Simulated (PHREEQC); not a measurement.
Dissolve 0.00065 mol/kgw KH2PO4 and 0.00445 mol/kgw NaF at 25 °C. Closed to the air; pH follows from the charge balance.

Computed with PHREEQC (ion-association model, phreeqc.dat).

No solid was allowed to form.

Problem. Predict the pH, ionic strength, specific conductance.

Solution. pH 5.59; ionic strength 0.00511 mol/kgw; specific conductance 507 µS/cm.

Problem. In which forms is P present?

Solution. H2PO4- 97 %, HPO4-2 2.9 % of the P.

Species that the database lacks are ignored.
